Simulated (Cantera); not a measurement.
What does this Cantera script print?

```python
import numpy as np
import cantera as ct

gas_names = [...]  # 105 gases of nasa_gas.yaml made of C, H, N, Si
cond_names = """
    C(gr) C6H6(L) C7H8(L) C8H18(L),n-octa Si(cr) Si(L) SiC(b) Si3N4(a)
""".split()


# ... load() reads the species with a 1 bar reference pressure and builds the phases ...
atoms = {
    'Si3N4': {'Si': 3, 'N': 4},
    'C': {'C': 1},
    'H2': {'H': 2},
}
top_T = {'C(gr)': 4500, 'SiC(b)': 3050, 'Si3N4(a)': 2400}  # K; cautious upper limits of use, not melting points


# ... equilibrate(T, P, feed) seeds the gas with the atoms and calls Mixture.equilibrate('TP', solver="vcs", rtol=1e-11, max_steps=5000) ...
results = []
feed = {'Si3N4': 1, 'C': 0.32, 'H2': 5.1}  # mol
T = 1623  # K
P = 133.322  # Pa
mix = equilibrate(T, P, feed)
results.append((T, P, feed, dict(zip(mix.species_names, mix.species_moles))))
x = sorted(zip(gas.X, gas.species_names), reverse=True)
print(f"T = {T:g} K  P = {P:g} Pa  gas = {mix.phase_moles(0):.4g} mol")
print("   x: " + "  ".join(f"{s} {v:.3e}" for v, s in x if v > 1e-05))
print("   condensed (mol): " + ("  ".join(f"{mix.phase(i).name} {mix.phase_moles(i):.4g}"
      for i in range(1, mix.n_phases) if mix.phase_moles(i) > 1e-12) or "none"))
```

It prints:

```
T = 1623 K  P = 133.322 Pa  gas = 7.107 mol
   x: H2 7.168e-01  N2 2.814e-01  H 1.603e-03  Si 1.173e-04  HCN 1.202e-05
   condensed (mol): Si(cr) 2.679  SiC(b) 0.3199
```

Cantera equilibrium calculation (NASA polynomials, part measured and part estimated; ideal gas, pure solids and liquids). Mutual solubility and eutectic melting of coexisting phases are not modelled.
